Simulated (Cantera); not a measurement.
Charge: 1 mol Ta(OEt)5, 29 mol H2O, 3.3 mol H2, at 2873 K and 6.80 Pa.

Method: chemical equilibrium by Gibbs-energy minimisation in Cantera with the NASA 1993 tables (ideal gas, pure condensed phases). Candidate condensed phases: C, C6H6, C7H8, C8H18, H2O, Ta, TaC, Ta2O5; 113 gas species. The feed counts by its element totals alone. Kinetics and transport are ignored.

Base state: H 0.724, O 0.181, CO 0.0816, TaO2 0.00451, TaO 0.00365, H2 0.00323, OH 0.00130, O2 0.000432 (mole fractions); condensed: gas only.

Problem. What changes in the equilibrium state with this change: temperature from 2873 K to 850 K?

Solution. 
```csv
species,before,after
H2,0.00323,0.537
H2O,1.93e-5,0.280
CO2,6.84e-5,0.112
H,0.724,1.82e-9
O,0.181,<1e-9
CO,0.0816,0.0704
TaO2,0.00451,<1e-9
TaO,0.00365,<1e-9
OH,0.00130,<1e-9
O2,0.000432,<1e-9
"Ta2O5(s), mol",0,0.500
```
